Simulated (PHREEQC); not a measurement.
Make-up at 25 °C: 5.2 mmol/kgw MnSO4, 24 mmol/kgw NH4HCO3 and 0.53 mmol/kgw Na2SO4. Closed to the air; pH follows from the charge balance.

Equilibrium calculation in PHREEQC: ion-association model, phreeqc.dat.

```json
{
  "pH": "7.36",
  "ionic_strength": "0.0359 mol/kgw",
  "total_alkalinity": "24.0 meq/kg"
}
```

```tsv
species	molality	activity	log γ
NH4+	0.0231	0.0190	-0.084
HCO3-	0.0194	0.0164	-0.072
SO4-2	0.00464	0.00234	-0.296
Mn+2	0.00183	0.000955	-0.281
MnHCO3+	0.00166	0.00140	-0.074
CO2	0.00160	0.00162	0.004
MnCO3	0.00132	0.00133	0.004
Na+	0.00104	0.000876	-0.074
NH4SO4-	0.000684	0.000575	-0.076
MnSO4	0.000395	0.000398	0.004
```

This is a speciation only: nothing precipitates in the calculation. Examples of supersaturated solids here: Rhodochrosite. Others may be too. Species that the database lacks are ignored. Carbamate, which ammonia and carbonate form, is missing from the database.
